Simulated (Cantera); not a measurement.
## Thermodynamics of chlorosilane synthesis and conversion, feed Si + HCl + H2

Input: 1 mol Si, 3.9 mol HCl, 0.84 mol H2, at 600 K and 100000 Pa.

These are equilibrium values from Cantera (NASA tables, ideal gas, pure condensed phases), not measurements of a reactor. Candidate condensed phases: Si; 19 gas species. Equilibrium is a limit: real reactors are often held back by kinetics, nucleation or transport.

```
Item                                 Result
--------------------------------  ---------
x(H2)                                 0.732
x(SiCl4)                              0.241
x(SiHCl3)                            0.0266
x(HCl)                             0.000182
x(SiH2Cl2)                         0.000148
gas amount                        3.740 mol
log10 activity of Si(s) (absent)      -2.54
```
